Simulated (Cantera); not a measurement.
# Pb + H2 + CO (iron carbonyl, mercury and lead vapours)

Input: 1 mol Pb, 0.11 mol H2, 1.3 mol CO, equilibrated at 1.33 mbar.

These are equilibrium values from Cantera (NASA tables, ideal gas, pure condensed phases), not measurements of a reactor. Candidate condensed phases: C, C6H6, C7H8, C8H18, H2O, Pb, PbO, PbO2, Pb3O4; 113 gas species. Kinetics and transport are ignored.

```
T (°C)   x CO      x Pb    x H2     x CO2     x H2O     x Pb2  n C(graphite)  n Pb(l)
------  -----  --------  ------  --------  --------  --------  -------------  -------
575     0.895  0.000224  0.0792    0.0244  0.000698  4.75e-11         0.0345    1.000
625     0.914  0.000971  0.0782   0.00654  0.000241  5.55e-10        0.00951    0.999
675     0.917   0.00359  0.0778   0.00196   9.21e-5   4.97e-9        0.00290    0.995
725     0.911    0.0116  0.0771  0.000653   3.82e-5   3.55e-8       0.000985    0.983
775     0.891    0.0335  0.0754  0.000235   1.67e-5   2.09e-7       0.000366    0.951
825     0.841    0.0876  0.0712   8.61e-5   7.34e-6   1.04e-6       0.000144    0.865
875     0.728     0.210  0.0616   2.88e-5   2.88e-6   4.49e-6              0    0.625
925     0.539     0.415  0.0456   7.54e-6   8.71e-7   1.34e-5              0        0
```
x: gas mole fraction; n: condensed amount in mol.

From 575 °C to 825 °C the condensed part is C(graphite) + Pb(l). At 875 °C the condensed part is Pb(l). At 925 °C nothing is condensed. The main Pb-bearing gas is Pb throughout. The share of Pb in condensed phases is highest at 575 °C (100.0 %) and lowest at 925 °C (0.0 %).
